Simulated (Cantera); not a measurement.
Thermal oxidation and active oxidation of silicon: Si + N2O + N2 + H2O

A closed system holds: 1 mol Si, 0.017 mol N2O, 35 mol N2, 0.041 mol H2O, at 0.00398 Torr.

Equilibrium computed with Cantera from the NASA thermochemical tables; the gas is ideal and each condensed phase is pure. Candidate condensed phases: H2O, Si, SiO2, Si2N2O, Si3N4; 35 gas species. The tables' values for SiN are old estimates; treat these amounts as uncertain. Rates play no part.

From 1473 K to 1573 K the condensed part is Si(s). From 1623 K to 2073 K nothing is condensed. The main Si-bearing gas is SiO at 1473 K and Si at 2073 K.

```tsv
T (K)	log p N2	log p Si	log p H	log p SiO	log p H2	log p Si2N	log p Si2	n Si(s)
1473	-5.28	-8.26	-9.02	-8.06	-8.24	-10.58	-11.24	0.905
1523	-5.28	-7.74	-8.77	-8.06	-8.27	-10.13	-10.57	0.820
1573	-5.28	-7.26	-8.55	-8.06	-8.33	-9.71	-9.94	0.568
1623	-5.29	-6.86	-8.37	-8.07	-8.41	-9.43	-9.47	0
1673	-5.29	-6.86	-8.21	-8.07	-8.53	-9.91	-9.76	0
1723	-5.29	-6.86	-8.09	-8.07	-8.71	-10.36	-10.04	0
1773	-5.29	-6.86	-8.01	-8.07	-8.93	-10.79	-10.30	0
1823	-5.29	-6.86	-7.97	-8.07	-9.21	-11.20	-10.55	0
1873	-5.29	-6.86	-7.94	-8.07	-9.50	-11.58	-10.79	0
1923	-5.29	-6.86	-7.93	-8.07	-9.81	-11.94	-11.02	0
1973	-5.29	-6.86	-7.93	-8.07	-10.11	-12.29	-11.23	0
2023	-5.29	-6.86	-7.92	-8.07	-10.40	-12.62	-11.43	0
2073	-5.29	-6.86	-7.92	-8.07	-10.68	-12.93	-11.63	0
```
log p: log10 of the partial pressure in bar; n: condensed amount in mol.
